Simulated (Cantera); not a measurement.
Input: 1 mol HMDSO, 0.1 mol H₂O, 17 mol N₂, equilibrated at 1152 °C and 15.0 Pa.

Equilibrium computed with Cantera from the NASA thermochemical tables; the gas is ideal and each condensed phase is pure. Candidate condensed phases: C, C₆H₆, C₇H₈, C₈H₁₈, H₂O, Si, SiC, SiO₂, Si₂N₂O, Si₃N₄; 151 gas species. The feed counts by its element totals alone. Equilibrium is a limit: real reactors are often held back by kinetics, nucleation or transport.

Base state: N₂ 0.625, H₂ 0.334, CO 0.0404, H 0.000322, HCN 0.000277, SiO 5.68e-5 (mole fractions); condensed: C(graphite) + SiC(s).

**Question.** What changes in the equilibrium state with this change: pressure from 15.0 Pa to 0.120 bar?

**Answer.** 
| species | before | after |
|---|---|---|
| N₂ | 0.625 | 0.635 |
| H₂ | 0.334 | 0.361 |
| CO | 0.0404 | 0.00397 |
| SiO | 5.68e-5 | 3.80e-7 |
| CH₄ | 6.31e-8 | 5.89e-5 |
| H | 0.000322 | 1.18e-5 |
| HCN | 0.000277 | 0.000290 |
| C(graphite), mol | 2.90 | 5.89 |
| SiC(s), mol | 2.00 | 0 |
| Si₂N₂O(s), mol | 0 | 1.000 |
N₂ is the only nitrogen source here; it is nearly inert below about 1500 K, so the nitride shown seldom forms there in practice.

**Question.** What changes in the equilibrium state with this change: temperature from 1152 °C to 1575 °C?

**Answer.** 
| species | before | after |
|---|---|---|
| N₂ | 0.625 | 0.615 |
| H₂ | 0.334 | 0.316 |
| CO | 0.0404 | 0.0396 |
| H | 0.000322 | 0.0244 |
| Si | 5.75e-8 | 0.00125 |
| SiC₂ | <1e-9 | 2.40e-5 |
| Si₂C | <1e-9 | 1.70e-5 |
| C₂H₂ (acetylene) | 1.18e-6 | 8.15e-5 |
| HNC | 3.62e-6 | 0.000143 |
| C(graphite), mol | 2.90 | 2.85 |
| SiC(s), mol | 2.00 | 1.96 |

**Question.** What changes in the equilibrium state with this change: H₂O from 0.1 to 0.76 mol?

**Answer.** 
```json
[
 {"species": "N₂", "before": "0.625", "after": "0.596"},
 {"species": "H₂", "before": "0.334", "after": "0.342"},
 {"species": "CO", "before": "0.0404", "after": "0.0616"},
 {"species": "SiO", "before": "5.68e-5", "after": "8.67e-5"},
 {"species": "HCN", "before": "0.000277", "after": "0.000273"},
 {"species": "H", "before": "0.000322", "after": "0.000326"},
 {"species": "C(graphite), mol", "before": "2.90", "after": "2.24"},
 {"species": "SiC(s), mol", "before": "2.00", "after": "2.00"}
]
```
